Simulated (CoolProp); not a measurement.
Values from CoolProp's reference Helmholtz-energy equation of state, Akasaka 2019.

Question: For R1234ze(Z), give the phase and the density (kg/m³), speed of sound (m/s) at 278 K and 0.471 MPa; 278 K and 0.824 MPa.

Answer: 
- 278 K and 0.471 MPa: liquid; density 1280, speed of sound 715
- 278 K and 0.824 MPa: liquid; density 1280, speed of sound 717
